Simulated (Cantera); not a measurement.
Cantera run:

```python
import numpy as np
import cantera as ct

gas_names = """
    NO2 P4 N2 O2 P4O10
""".split()
cond_names = """
    P4O10(s)
""".split()


# ... load() reads the species with a 1 bar reference pressure and builds the phases ...
species = {s.name: s for s in load("nasa_gas.yaml", gas_names) + load("nasa_condensed.yaml", cond_names)}
# Each term lists the table entries of one substance; the one whose range holds T is used.
reactions = {
    '10 NO2(g) + 2 P4(g) = 5 N2(g) + 2 P4O10':
        [(-10, ['NO2']), (-2, ['P4']), (5, ['N2']), (2, ['P4O10(s)'])],
    'P4(g) + 5 O2(g) = P4O10(g)':
        [(-1, ['P4']), (-5, ['O2']), (1, ['P4O10'])],
}


def pick(names, T):
    return next(species[n] for n in names if species[n].thermo.min_temp <= T <= species[n].thermo.max_temp)


results = []
for label, terms in reactions.items():
    print(label)
    print("     T/K   dH/kJ  dS/(J/K)   dG/kJ   log10 K")
    for T in [350, 400, 450, 500, 550, 600, 650]:
        used = [(nu, pick(names, T)) for nu, names in terms]
        dH = sum(nu * s.thermo.h(T) for nu, s in used) / 1e6
        dS = sum(nu * s.thermo.s(T) for nu, s in used) / 1e3
        dG = dH - T * dS / 1e3
        logK = -dG * 1e6 / (ct.gas_constant * T * np.log(10))
        results.append((label, T, dH, dS, dG, logK, [s.name for _, s in used]))
        print(f"{T:8g} {dH:8.1f} {dS:8.1f} {dG:8.1f} {logK:8.2f}")
```

It prints:

```
10 NO2(g) + 2 P4(g) = 5 N2(g) + 2 P4O10
     T/K   dH/kJ  dS/(J/K)   dG/kJ   log10 K
     350  -6475.8  -1533.8  -5938.9   886.32
     400  -6470.6  -1520.0  -5862.6   765.56
     450  -6464.2  -1505.1  -5787.0   671.72
     500  -6456.8  -1489.4  -5712.1   596.73
     550  -6448.3  -1473.2  -5638.0   535.44
     600  -6438.8  -1456.7  -5564.8   484.45
     650  -6428.2  -1439.7  -5492.4   441.36
P4(g) + 5 O2(g) = P4O10(g)
     T/K   dH/kJ  dS/(J/K)   dG/kJ   log10 K
     350  -2963.9   -904.5  -2647.3   395.09
     400  -2964.0   -904.9  -2602.1   339.79
     450  -2963.6   -903.8  -2556.9   296.79
     500  -2962.7   -901.9  -2511.7   262.39
     550  -2961.4   -899.5  -2466.7   234.26
     600  -2959.9   -896.8  -2421.8   210.83
     650  -2958.1   -894.0  -2377.0   191.02
```

Source: NASA polynomial tables (part measured, part estimated), evaluated in Cantera. Condensed species are held in their standard states even where they would react or evaporate.
